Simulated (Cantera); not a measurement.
Input: 1 mol SiCl4, 1.6 mol HCl, 7.1 mol H2, held at 1298.15 K and 14.0 bar.

Cantera equilibrium calculation (NASA polynomials, part measured and part estimated; ideal gas, pure solids and liquids). Candidate condensed phases: Si; 19 gas species. The tables' values for SiCl3 are old estimates; treat these amounts as uncertain. Kinetics and transport are ignored.

Base state: H2 0.714, HCl 0.183, SiCl4 0.0857, SiHCl3 0.0151, SiCl3 0.00157, SiH2Cl2 0.000377, SiCl2 0.000173 (mole fractions); condensed: gas only.

What changes in the equilibrium state with this change: temperature from 1298.15 K to 900 K?


```tsv
species	before	after
H2	0.714	0.731
HCl	0.183	0.166
SiCl4	0.0857	0.102
SiHCl3	0.0151	0.00127
SiCl2	0.000173	1.28e-9
SiCl3	0.00157	1.65e-6
```

What changes in the equilibrium state with this change: SiCl4 replaced by Si?


```tsv
species	before	after
H2	0.714	0.921
HCl	0.183	0.0265
SiHCl3	0.0151	0.0259
SiCl4	0.0857	0.0165
SiH3Cl	2.64e-6	0.000355
SiH2Cl2	0.000377	0.00572
SiCl2	0.000173	0.00203
SiCl3	0.00157	0.00237
Si(s), mol	0	0.562
```
